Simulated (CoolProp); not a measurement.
Properties of CHF3 (R23) along the isobar 125 bar (Tc = 26.1 °C, pc = 48.32 bar, ω = 0.263).

Values from CoolProp's reference Helmholtz-energy equation of state, Penoncello 2003.

```
T (°C)          phase  speed of sound (m/s)  isothermal compressibility (1/MPa)  expansivity (1/kK)  conductivity (mW/(m K))  Prandtl number  fugacity coefficient
------  -------------  --------------------  ----------------------------------  ------------------  -----------------------  --------------  --------------------
-60.65         liquid                 787.8                            0.001979               2.594                      125            2.48               0.03170
-36.85         liquid                 676.1                            0.002952               3.021                      110            2.17               0.07583
-12.95         liquid                 564.1                            0.004770               3.709                     97.7            1.97                0.1474
10.95          liquid                 452.6                            0.008675               4.899                     85.7            1.85                0.2448
34.75   supercritical                 345.2                             0.01875               7.163                     73.3            1.81                0.3595
58.65   supercritical                 254.7                             0.04843               11.33                     59.5            1.81                0.4786
82.55   supercritical                 212.9                             0.09100               12.68                     47.3            1.58                0.5845
106.35  supercritical                 210.6                             0.09959               9.334                     40.9            1.22                0.6688
130.25  supercritical                 218.8                             0.09582               6.796                     38.2            1.04                0.7354
154.15  supercritical                 228.8                             0.09166               5.288                     37.2           0.952                0.7887
177.95  supercritical                 238.7                             0.08845               4.340                     36.9           0.909                0.8316
201.85  supercritical                 248.1                             0.08602               3.690                     37.0           0.888                0.8669
```

Viscosity comes from a separate model (Shan 2000). Thermal conductivity comes from a separate model (Shan 2000).
